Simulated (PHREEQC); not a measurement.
Solution (66 °C): 1.3 mmol/kgw Zn(NO3)2 and 0.046 mmol/kgw K2SO4. Closed to the air; pH follows from the charge balance.

Model: ion-association model, phreeqc.dat, run in PHREEQC.

Precipitation was switched off in this run.

Task: What pH, specific conductance does the model give?

Result: pH 5.39; specific conductance 656 µS/cm.

Task: In which forms is S present?

Result: SO4-2 82 %, ZnSO4 18 % of the S.

Complexes and solids missing from the database can't appear. Away from 25 °C the constants follow the database's enthalpies or fits; those with neither stay at their 25 °C values.
